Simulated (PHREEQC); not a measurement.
Make-up at 25 °C: 0.026 mol/kgw HF, 0.00045 mol/kgw NH4F and 0.058 mol/kgw (NH4)2SiF6. Closed to the air; pH follows from the charge balance.

The numbers come from PHREEQC with the ion-association model, phreeqc.dat.

Precipitation was switched off in this run.

### Question
Estimate the pH.

### Answer
pH 2.40.

### Question
In which forms is F present?

### Answer
SiF6-2 93 %, HF 5.5 %, F- 1.3 % of the F.

SiF6-2 is the database's only silicon fluoride.
